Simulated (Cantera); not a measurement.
Gas mixture: O2 = 0.51 (molar parts), at 760 Torr, frozen composition.

Cantera's kinetic-theory transport with the Lennard-Jones parameters of GRI-Mech 3.0, ideal gas; thermal conductivity in the multicomponent form.

One state of this run: ρ (kg/m³) = 0.339; cp (J/kg/K) = 1109; μ (µPa s) = 52.5; λ (mW/m/K) = 82.1; Pr = 0.709; D (cm²/s) O = 3.22; D (cm²/s) OH = 3.15; D (cm²/s) N2 = 2.06. D: mixture-averaged diffusion coefficient of that species in the mixture.

Which value of T (K) does it belong to?
(A) 1600
(B) 550
(C) 1150
(D) 1300

C, 1150
